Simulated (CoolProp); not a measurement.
Computed with CoolProp (reference Helmholtz-energy equation of state, Thol 2019).

Problem. Give the vapour pressure (MPa), liquid density (kg/m³), enthalpy of vaporisation (kJ/kg) of saturated dodecamethylpentasiloxane (MD3M) at 234.75 °C.

Solution. 
```tsv
T (°C)	p (MPa)	liquid density (kg/m³)	enthalpy of vaporisation (kJ/kg)
234.75	0.113	648	109
```
